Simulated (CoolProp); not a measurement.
Vapour-liquid equilibrium of CH2F2 (R32) (1) + R1234ze(E) (2) at 277.9 K; x and y are mole fractions of (1).

Computed with CoolProp (multi-fluid Helmholtz-energy mixture model, Tillner-Roth 1997 and Thol 2016; pair parameters Bell 2023).

```
x     bubble pressure, mixture model (MPa)  bubble pressure, Raoult's law (MPa)  y, mixture model  y, Raoult's law
----  ------------------------------------  -----------------------------------  ----------------  ---------------
0.05                                0.2977                               0.2914             0.168            0.162
0.2                                 0.4157                               0.3945             0.477            0.479
0.35                                0.5246                               0.4975             0.647            0.664
0.5                                      ?                               0.6006             0.757            0.786
0.65                                     ?                               0.7037             0.841            0.872
0.8                                 0.8126                               0.8067             0.912            0.936
0.95                                     ?                               0.9098             0.979            0.986
```

Q: Fill in the missing entries.

A: 
- 0.5, bubble pressure, mixture model (MPa): 0.6244
- 0.65, bubble pressure, mixture model (MPa): 0.7187
- 0.95, bubble pressure, mixture model (MPa): 0.9104

The largest gap from Raoult's law is +5.4 % in bubble pressure, at x = 0.35. No azeotrope shows between x = 0.05 and 0.95.

The pair parameters rest on a limited set of measurements; away from them the model extrapolates.
